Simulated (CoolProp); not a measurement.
Carbon dioxide along the isobar 6.68 MPa: density (kg/m³) from the reference equation and from simpler models built on Tc = 304.1 K, pc = 7.377 MPa, ω = 0.224; each cubic takes its own stable root.

Model: reference Helmholtz-energy equation of state, Span 1996, in CoolProp.

```csv
T (K),phase,reference,van der Waals,Redlich-Kwong,Soave-Redlich-Kwong,Peng-Robinson
295.4,liquid,773.1,472.2,609.2,633.4,708.5
329.3,gas,150.1,___,151.8,148.3,___
363.1,gas,119.2,121.8,121.3,117.8,121.3
397,gas,101.9,___,103.7,100.6,103.1
430.9,gas,90.07,92.81,91.63,88.83,90.79
464.8,gas,81.25,83.71,82.58,80.10,81.66
498.7,gas,74.29,76.47,75.44,73.23,74.50
532.6,gas,___,70.52,69.61,67.63,68.69
566.4,gas,63.84,65.54,64.73,62.96,63.85
600.3,gas,59.76,61.26,60.55,58.96,59.72
634.2,gas,56.22,57.56,56.93,55.50,56.15
```

Task: Some entries are withheld; supply them.

Result: 
- 329.3, van der Waals: 150.0
- 329.3, Peng-Robinson: 154.0
- 397, van der Waals: 104.8
- 532.6, reference: 68.60
